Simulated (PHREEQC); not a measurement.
## Buffer: an equilibrium model

Solution (21 °C): 0.039 mol/kgw NaH2PO4, 0.00092 mol/kgw K2HPO4 and 0.11 mol/kgw NaCl. Closed to the air; pH follows from the charge balance.

Model: ion-association model, phreeqc.dat, run in PHREEQC.

Precipitation was switched off in this run.

Task: What pH, ionic strength does the model give?

Result: pH 5.20; ionic strength 0.152 mol/kgw.

Task: In which forms is P present?

Result: H2PO4- 98 %, HPO4-2 2.2 % of the P.
